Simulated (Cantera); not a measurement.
Input: 1 mol V, 3.5 mol NH₃, 99 mol N₂, 2.1 mol N₂O, equilibrated at 1577 °C and 0.00290 bar.

Method: chemical equilibrium by Gibbs-energy minimisation in Cantera with the NASA 1993 tables (ideal gas, pure condensed phases). Candidate condensed phases: H₂O, V, VN, VO, V₂O₃, V₂O₄, V₂O₅; 28 gas species. Condensed phases not in the tables: the oxides between V₂O₃ and V₂O₅ other than VO₂. The numbers say what is thermodynamically allowed, not how fast it happens.

Base state: N₂ 0.950, H₂ 0.0424, H₂O 0.00505, H 0.00206, VO₂ 0.000961, VO 2.07e-5, OH 1.81e-5 (mole fractions); condensed: V₂O₃(s).

### Question
What changes in the equilibrium state with this change: N₂O from 2.1 to 4.8 mol?

### Answer
```json
[
 {"species": "N₂", "before": "0.950", "after": "0.949"},
 {"species": "H₂O", "before": "0.00505", "after": "0.0278"},
 {"species": "H₂", "before": "0.0424", "after": "0.0187"},
 {"species": "VO₂", "before": "0.000961", "after": "0.00340"},
 {"species": "NO", "before": "2.20e-6", "after": "2.75e-5"},
 {"species": "OH", "before": "1.81e-5", "after": "0.000150"},
 {"species": "VO", "before": "2.07e-5", "after": "5.86e-6"},
 {"species": "V₂O₃(s), mol", "before": "0.447", "after": "0.311"}
]
```

### Question
What changes in the equilibrium state with this change: V replaced by Cr?

### Answer
| species | before | after |
|---|---|---|
| N₂ | 0.950 | 0.950 |
| H₂ | 0.0424 | 0.0408 |
| H₂O | 0.00505 | 0.00661 |
| VO₂ | 0.000961 | 0 |
| Cr | 0 | 0.000710 |
| CrO | 0 | 6.45e-5 |
| VO | 2.07e-5 | 0 |
| OH | 1.81e-5 | 2.42e-5 |
| V₂O₃(s), mol | 0.447 | 0 |
| Cr₂O₃(s), mol | 0 | 0.458 |
Further candidate phases: Cr, CrN, Cr₂N, Cr₂O₃.

### Question
What changes in the equilibrium state with this change: N₂O from 2.1 to 0.34 mol?

### Answer
```
species         before    after
------------  --------  -------
N₂               0.950    0.949
H₂              0.0424   0.0483
H              0.00206  0.00220
H₂O            0.00505  2.43e-5
VO₂           0.000961  1.06e-5
VO             2.07e-5  5.38e-5
V              3.40e-8  2.09e-5
OH             1.81e-5  8.18e-8
V₂O₃(s), mol     0.447        0
VN(s), mol           0    0.661
VO(s), mol           0    0.329
```
Mutual solubility and eutectic melting of coexisting phases are not modelled. VN, VO: taken at fixed stoichiometry. Condensed phases not in the tables: solid solutions among these carbides, nitrides and lower oxides, V₂N.
